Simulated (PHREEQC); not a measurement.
**Polishing slurry liquid (model solution)**

Consider water at 25 °C with 0.0054 mol H2SO4, 0.00029 mol K2SO4 and 0.022 mol CO2 per kg of water. Closed to the air; pH follows from the charge balance.

All values are PHREEQC results (Pitzer model, pitzer.dat), not measurements.

| Item | Result |
|---|---|
| pH | 2.11 |
| ionic strength | 0.0132 mol/kgw |
| specific conductance | 3500 µS/cm |
| osmotic coefficient | 0.973 |
| total alkalinity | -10.8 meq/kg |

| species | molality | activity | log γ |
|---|---|---|---|
| CO2 | 0.0220 | 0.0220 | 0.000 |
| H+ | 0.00887 | 0.00782 | -0.055 |
| SO4-2 | 0.00376 | 0.00232 | -0.210 |
| HSO4- | 0.00193 | 0.00173 | -0.049 |
| K+ | 0.000580 | 0.000514 | -0.052 |
| HCO3- | 1.45e-6 | 1.28e-6 | -0.054 |

No solid was allowed to form.
